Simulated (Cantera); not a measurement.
What does this Cantera script print?

```python
import numpy as np
import cantera as ct

gas = ct.Solution("gri30.yaml")
gas.TPX = 1175, 21000, {'N2O': 1, 'H2O': 0.0071}
reactor = ct.IdealGasConstPressureReactor(gas, energy="off", clone=False)
net = ct.ReactorNet([reactor])
net.rtol, net.atol = 1e-08, 1e-18
show = ['N2O', 'H2O', 'NO', 'H2', 'NO2', 'N2', 'O']
times = np.geomspace(0.0009, 100, 14)

steps = ct.SolutionArray(gas, extra=["t"])
rows = []
print(f"{'t/s':>10s}{'T/K':>9s}{'P/Pa':>11s}" + "".join(f"{s:>11s}" for s in show))
for t in times:
    while net.time < t:
        t_next = net.step()
        steps.append(gas.state, t=t_next)
    rows.append([np.interp(t, steps.t, y) for y in (steps.T, steps.P, *steps(*show).X.T)])
    print(f"{t:10.3e}{rows[-1][0]:9.1f}{rows[-1][1]:11.4g}" + "".join(f"{x:11.3e}" for x in rows[-1][2:]))
rate = np.gradient(steps.T, steps.t)
print("integrator steps:", len(steps.t))
if steps.T.max() > steps.T[0] + 200:
    print(f"time of steepest temperature rise: {steps.t[rate.argmax()]:.4e} s")
gas.TPX = 1175, 21000, {'N2O': 1, 'H2O': 0.0071}
gas.equilibrate("TP")
print(f"equilibrium (TP): T = {gas.T:.1f} K  " + "  ".join(f"{s} {gas[s].X[0]:.3e}" for s in show))
```

It prints:

```
       t/s      T/K       P/Pa        N2O        H2O         NO         H2        NO2         N2          O
 9.000e-04   1175.0    2.1e+04  9.928e-01  7.049e-03  6.647e-06  2.525e-11  7.982e-10  6.823e-05  1.249e-06
 2.200e-03   1175.0    2.1e+04  9.927e-01  7.049e-03  1.656e-05  2.303e-10  2.263e-08  1.686e-04  1.248e-06
 5.377e-03   1175.0    2.1e+04  9.923e-01  7.047e-03  4.036e-05  1.268e-09  4.711e-07  4.145e-04  1.246e-06
 1.314e-02   1175.0    2.1e+04  9.914e-01  7.044e-03  9.488e-05  4.358e-09  5.031e-06  1.018e-03  1.243e-06
 3.212e-02   1175.0    2.1e+04  9.890e-01  7.038e-03  2.183e-04  9.383e-09  2.522e-05  2.500e-03  1.237e-06
 7.851e-02   1175.0    2.1e+04  9.834e-01  7.025e-03  5.102e-04  1.184e-08  7.876e-05  6.106e-03  1.218e-06
 1.919e-01   1175.0    2.1e+04  9.699e-01  6.993e-03  1.234e-03  8.284e-09  1.700e-04  1.478e-02  1.187e-06
 4.690e-01   1175.0    2.1e+04  9.380e-01  6.918e-03  3.033e-03  5.562e-09  2.514e-04  3.518e-02  1.157e-06
 1.146e+00   1175.0    2.1e+04  8.660e-01  6.748e-03  7.174e-03  4.730e-09  2.841e-04  8.123e-02  1.135e-06
 2.802e+00   1175.0    2.1e+04  7.188e-01  6.401e-03  1.560e-02  4.518e-09  2.735e-04  1.754e-01  1.108e-06
 6.848e+00   1175.0    2.1e+04  4.749e-01  5.827e-03  2.931e-02  4.580e-09  2.316e-04  3.315e-01  1.050e-06
 1.674e+01   1175.0    2.1e+04  2.009e-01  5.182e-03  4.377e-02  4.368e-09  1.848e-04  5.074e-01  8.769e-07
 4.091e+01   1175.0    2.1e+04  3.997e-02  4.804e-03  5.016e-02  2.378e-09  1.641e-04  6.117e-01  4.224e-07
 1.000e+02   1175.0    2.1e+04  2.433e-03  4.717e-03  5.025e-02  3.332e-10  2.841e-04  6.367e-01  5.034e-08
integrator steps: 1574
equilibrium (TP): T = 1175.0 K  N2O 5.585e-09  H2O 4.711e-03  NO 1.866e-04  H2 1.343e-10  NO2 2.046e-06  N2 6.634e-01  O 1.847e-08
```

Model: GRI-Mech 3.0 (53 species, 325 reactions), integrated in Cantera. GRI-Mech 3.0 was tuned for natural gas; its chemistry of N2O as a main component is partial and can be far from experiment. The mechanism lacks the step 2 NO + O2 → 2 NO2, which can matter for NO2 below about 1400 K. The temperature is held fixed by assumption; the heat of reaction is taken as removed at once.
